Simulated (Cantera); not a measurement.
**Transport properties of process gases**

Gas mixture: 39.8 % C₂H₄, 37.0 % CH₃OH, 23.2 % C₂H₆, at 750 Torr, frozen composition.

Cantera's kinetic-theory transport with the Lennard-Jones parameters of GRI-Mech 3.0, ideal gas; thermal conductivity in the mixture-averaged form. Polar gases are described roughly by these parameters. The composition is frozen, though it would react at the higher temperatures.

| T (K) | ρ (kg/m³) | cp (J/kg/K) | μ (µPa s) | λ (mW/m/K) | Pr | D (cm²/s) NH₃ | D (cm²/s) CH₄ | D (cm²/s) N₂ |
|---|---|---|---|---|---|---|---|---|
| 400 | 0.902 | 1836 | 13.0 | 31.9 | 0.748 | 0.271 | 0.286 | 0.268 |
| 550 | 0.656 | 2317 | 17.5 | 54.0 | 0.751 | 0.506 | 0.512 | 0.474 |
| 700 | 0.515 | 2721 | 21.6 | 78.0 | 0.754 | 0.800 | 0.787 | 0.723 |
| 850 | 0.424 | 3026 | 25.4 | 102 | 0.751 | 1.15 | 1.10 | 1.01 |
| 1000 | 0.361 | 3304 | 28.8 | 126 | 0.755 | 1.54 | 1.46 | 1.33 |
| 1150 | 0.314 | 3519 | 32.1 | 149 | 0.755 | 1.98 | 1.86 | 1.69 |
| 1300 | 0.278 | 3698 | 35.1 | 172 | 0.756 | 2.46 | 2.29 | 2.08 |
| 1450 | 0.249 | 3846 | 38.0 | 194 | 0.755 | 2.98 | 2.75 | 2.49 |
| 1600 | 0.225 | 3969 | 40.7 | 214 | 0.754 | 3.53 | 3.24 | 2.94 |
D: mixture-averaged diffusion coefficient of that species in the mixture.
